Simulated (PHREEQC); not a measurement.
Solution (5 °C): 0.055 mol/kgw MnSO4, 0.00065 mol/kgw ZnCl2, 0.016 mol/kgw NaHCO3 and 0.19 mol/kgw Na2SO4. Closed to the air; pH follows from the charge balance.

Model: ion-association model, phreeqc.dat, run in PHREEQC.

This is a speciation only: nothing precipitates in the calculation.

Predict the pH, activity of water, ionic strength.

pH 7.17; activity of water 0.989; ionic strength 0.596 mol/kgw.

In which forms is S present?

SO4-2 69 %, NaSO4- 22 %, MnSO4 9.2 % of the S.

Examples of supersaturated solids here: Rhodochrosite. Others may be too. Away from 25 °C the constants follow the database's enthalpies or fits; those with neither stay at their 25 °C values.
